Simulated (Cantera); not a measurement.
Cantera run, input and output.

```python
import numpy as np
import cantera as ct

gas = ct.Solution("gri30.yaml")
gas.TPX = 1823, 100000, {'H2': 1, 'O2': 1.56, 'N2': 5.88, 'NO': 0.017}
reactor = ct.IdealGasConstPressureReactor(gas, energy="on", clone=False)
net = ct.ReactorNet([reactor])
net.rtol, net.atol = 1e-08, 1e-16
show = ['H2', 'O2', 'NO', 'O', 'H']
times = np.geomspace(1e-06, 0.8, 11)

steps = ct.SolutionArray(gas, extra=["t"])
rows = []
print(f"{'t/s':>10s}{'T/K':>9s}{'P/Pa':>11s}" + "".join(f"{s:>11s}" for s in show))
for t in times:
    while net.time < t:
        t_next = net.step()
        steps.append(gas.state, t=t_next)
    rows.append([np.interp(t, steps.t, y) for y in (steps.T, steps.P, *steps(*show).X.T)])
    print(f"{t:10.3e}{rows[-1][0]:9.1f}{rows[-1][1]:11.4g}" + "".join(f"{x:11.3e}" for x in rows[-1][2:]))
rate = np.gradient(steps.T, steps.t)
print("integrator steps:", len(steps.t))
if steps.T.max() > steps.T[0] + 200:
    print(f"time of steepest temperature rise: {steps.t[rate.argmax()]:.4e} s")
gas.TPX = 1823, 100000, {'H2': 1, 'O2': 1.56, 'N2': 5.88, 'NO': 0.017}
gas.equilibrate("HP")
print(f"equilibrium (HP): T = {gas.T:.1f} K  " + "  ".join(f"{s} {gas[s].X[0]:.3e}" for s in show))
```

It prints:

```
       t/s      T/K       P/Pa         H2         O2         NO          O          H
 1.000e-06   1823.0      1e+05  1.182e-01  1.845e-01  2.010e-03  1.894e-06  5.635e-06
 3.893e-06   1823.2      1e+05  1.161e-01  1.834e-01  2.009e-03  3.733e-04  1.003e-03
 1.516e-05   1958.6      1e+05  1.134e-02  1.164e-01  2.043e-03  3.596e-02  2.810e-02
 5.901e-05   2236.6      1e+05  7.720e-03  1.195e-01  2.138e-03  2.241e-02  1.154e-02
 2.297e-04   2473.9      1e+05  3.017e-03  1.253e-01  2.419e-03  8.213e-03  2.242e-03
 8.944e-04   2514.9      1e+05  2.078e-03  1.265e-01  3.246e-03  5.585e-03  1.234e-03
 3.482e-03   2510.7      1e+05  2.049e-03  1.252e-01  6.012e-03  5.442e-03  1.203e-03
 1.356e-02   2500.8      1e+05  1.983e-03  1.223e-01  1.250e-02  5.119e-03  1.132e-03
 5.278e-02   2494.6      1e+05  1.942e-03  1.204e-01  1.651e-02  4.925e-03  1.090e-03
 2.055e-01   2494.5      1e+05  1.941e-03  1.204e-01  1.661e-02  4.921e-03  1.089e-03
 8.000e-01   2494.5      1e+05  1.941e-03  1.204e-01  1.661e-02  4.921e-03  1.089e-03
integrator steps: 1166
time of steepest temperature rise: 7.5249e-06 s
equilibrium (HP): T = 2494.5 K  H2 1.941e-03  O2 1.204e-01  NO 1.661e-02  O 4.921e-03  H 1.089e-03
```

Model: GRI-Mech 3.0 (53 species, 325 reactions), integrated in Cantera.
